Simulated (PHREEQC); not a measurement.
Solution (25 °C): 0.0049 mol Rb2SO4 per kg of water. Closed to the air; pH follows from the charge balance.

The numbers come from PHREEQC with the ion-association model, wateq4f.dat.

| quantity | before | after |
|---|---|---|
| pH | 7.05 | 2.98 |
| HSO4- (mol/kgw) | 2.96e-8 | 0.000367 |

Question: Name the change that produced these shifts.
(A) 0.00034 mol/kgw NaOH added
(B) 0.0023 mol/kgw Na2SO4 added
(C) 0.00076 mol/kgw H2SO4 added
(D) temperature from 25 to 15 °C
(E) Rb2SO4 from 0.0049 to 0.0245 mol/kgw

Answer: C, 0.00076 mol/kgw H2SO4 added

Precipitation was switched off in this run.
